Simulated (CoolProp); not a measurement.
Decamethyltetrasiloxane (MD2M) along the isobar 3.83 MPa: fugacity coefficient from the reference equation and from simpler models built on Tc = 599.4 K, pc = 1.144 MPa, ω = 0.635; each cubic takes its own stable root.

Model: reference Helmholtz-energy equation of state, Thol 2017, in CoolProp.

| T (K) | phase | reference | van der Waals | Peng-Robinson |
|---|---|---|---|---|
| 352.9 | liquid | 0.0007604 | 0.05099 | … |
| 368.9 | liquid | 0.001621 | 0.06287 | 0.001784 |
| 384.8 | liquid | 0.003161 | … | 0.003367 |
| 400.7 | liquid | 0.005733 | 0.09048 | 0.005957 |
| 416.7 | liquid | 0.009793 | 0.1063 | 0.009986 |
| 432.6 | liquid | 0.01577 | 0.1231 | … |
| 448.5 | liquid | … | 0.1411 | 0.02411 |
| 464.5 | liquid | … | 0.1602 | 0.03530 |
| 480.4 | liquid | 0.05050 | 0.1800 | 0.04974 |
| 496.3 | liquid | 0.06910 | 0.2006 | 0.06789 |
| 512.3 | liquid | 0.09192 | 0.2221 | … |
| 528.2 | liquid | 0.1188 | … | 0.1164 |
| 544.1 | liquid | … | 0.2664 | 0.1468 |

Q: Complete the blanks.

A: 
- 352.9, Peng-Robinson: 0.0008738
- 384.8, van der Waals: 0.07602
- 432.6, Peng-Robinson: 0.01587
- 448.5, reference: 0.02421
- 464.5, reference: 0.03568
- 512.3, Peng-Robinson: 0.09017
- 528.2, van der Waals: 0.2440
- 544.1, reference: 0.1498
